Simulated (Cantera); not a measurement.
An isothermal, constant-pressure homogeneous reactor starts with 11.6 % CH4, 88.4 % N2, at 1700 K and 0.0900 Torr.

Computed with Cantera and GRI-Mech 3.0 (53 species, 325 reactions). GRI-Mech 3.0 stops at C3 and has no aromatics, soot or wall deposition, so with more carbon than oxygen in the feed, carbon stays in small species such as C2H2 where larger ones or solid carbon would form. Radical loss at walls, strong at low pressure, is not modelled.

x: mole fraction; the columns are a selection and need not sum to one.

```csv
t (s),x CH4,x H2,x CH3,x C2H,x C2H6,x H
6.00e-6,0.116,1.53e-12,1.13e-9,<1e-12,<1e-12,1.13e-9
2.27e-5,0.116,2.20e-11,4.30e-9,<1e-12,<1e-12,4.26e-9
8.62e-5,0.116,3.13e-10,1.65e-8,<1e-12,<1e-12,1.59e-8
0.000327,0.116,4.31e-9,6.58e-8,<1e-12,<1e-12,5.72e-8
0.00124,0.116,5.44e-8,2.88e-7,<1e-12,<1e-12,1.79e-7
0.00469,0.116,5.16e-7,1.40e-6,<1e-12,<1e-12,3.68e-7
0.0178,0.116,2.93e-6,6.28e-6,<1e-12,<1e-12,4.19e-7
0.0674,0.116,1.23e-5,2.50e-5,<1e-12,3.97e-11,4.20e-7
0.256,0.116,4.85e-5,9.58e-5,<1e-12,1.49e-9,4.41e-7
0.969,0.116,0.000227,0.000363,1.15e-11,3.18e-8,7.63e-7
3.67,0.112,0.00327,0.00131,[?],5.04e-7,6.55e-6
13.9,0.0656,0.0631,0.00190,[?],2.76e-6,0.000105
52.8,0.0153,0.134,0.000617,[?],4.02e-7,0.000273
200,0.00168,0.153,0.000129,[?],1.35e-8,0.000583
```

Problem. Fill in the missing entries.

Solution. 
- 3.67, x C2H: 2.82e-9
- 13.9, x C2H: 1.72e-7
- 52.8, x C2H: 5.06e-7
- 200, x C2H: 1.09e-6
